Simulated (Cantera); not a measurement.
# Thermodynamics of fluorocarbon and chlorocarbon gases, feed C₂F₆ + H₂

Input: 1 mol C₂F₆, a varied amount of H₂, equilibrated at 1350 K and 100000 Pa.

These are equilibrium values from Cantera (NASA tables, ideal gas, pure condensed phases), not measurements of a reactor. Candidate condensed phases: C, C₆H₆, C₇H₈, C₈H₁₈; 95 gas species. The feed counts by its element totals alone. Gases not in the tables: C₂F₆ and larger saturated fluorocarbons. Equilibrium is a limit: real reactors are often held back by kinetics, nucleation or transport.

| n(H₂) (mol) | x HF | x CF₄ | x H₂ | x CH₄ | x H₂F₂ | x CHF₃ | n C(graphite) |
|---|---|---|---|---|---|---|---|
| 0.58 | 0.489 | 0.511 | 9.39e-9 | <1e-12 | 3.90e-6 | 1.05e-5 | 0.790 |
| 0.73 | 0.563 | 0.437 | 1.34e-8 | <1e-12 | 5.16e-6 | 1.12e-5 | 0.865 |
| 0.92 | 0.639 | 0.361 | 1.90e-8 | <1e-12 | 6.65e-6 | 1.15e-5 | 0.960 |
| 1.2 | 0.727 | 0.273 | 2.84e-8 | <1e-12 | 8.62e-6 | 1.14e-5 | 1.10 |
| 1.5 | 0.800 | 0.200 | 4.01e-8 | <1e-12 | 1.04e-5 | 1.07e-5 | 1.25 |
| 1.8 | 0.857 | 0.143 | 5.44e-8 | <1e-12 | 1.20e-5 | 9.72e-6 | 1.40 |
| 2.3 | 0.929 | 0.0707 | 9.09e-8 | <1e-12 | 1.41e-5 | 7.41e-6 | 1.65 |
| 2.9 | 0.991 | 0.00855 | 2.98e-7 | <1e-12 | 1.60e-5 | 2.75e-6 | 1.95 |
| 3.7 | 0.896 | <1e-12 | 0.104 | 6.28e-5 | 1.31e-5 | 5.78e-12 | 2.00 |
| 4.6 | 0.790 | <1e-12 | 0.210 | 0.000254 | 1.02e-5 | 1.97e-12 | 2.00 |
| 5.8 | 0.682 | <1e-12 | 0.317 | 0.000580 | 7.59e-6 | <1e-12 | 1.99 |
| 7.3 | 0.583 | <1e-12 | 0.416 | 0.000997 | 5.54e-6 | <1e-12 | 1.99 |
| 9.3 | 0.489 | <1e-12 | 0.510 | 0.00150 | 3.89e-6 | <1e-12 | 1.98 |
x: gas mole fraction; n: condensed amount in mol.

From 0.58 mol H₂ to 9.3 mol H₂ the condensed part is C(graphite). The main C-bearing gas is CF₄ at 0.58 mol H₂ and CH₄ at 9.3 mol H₂. The share of C in condensed phases is highest at 3.7 mol H₂ (100.0 %) and lowest at 0.58 mol H₂ (39.5 %).
